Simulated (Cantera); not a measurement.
An adiabatic, constant-volume homogeneous reactor starts with CH4 : O2 : N2 = 1 : 1.33 : 5.01 (molar parts), at 1575 K and 6.90 bar.

Cantera simulation using GRI-Mech 3.0 (53 species, 325 reactions); the numbers are that mechanism's predictions, not measurements. Above 3000 K some thermodynamic fits are extrapolated.

Predict: time of steepest temperature rise; temperature at 4.00 s; equilibrium temperature; x(O2) at 4.00 s; x(CO) at 4.00 s.


- time of steepest temperature rise: 0.140 ms
- temperature at 4.00 s: 3094 K
- equilibrium temperature: 3094 K
- x(O2) at 4.00 s: 0.00114 (gas-phase equilibrium 0.00114)
- x(CO) at 4.00 s: 0.0957 (gas-phase equilibrium 0.0957)
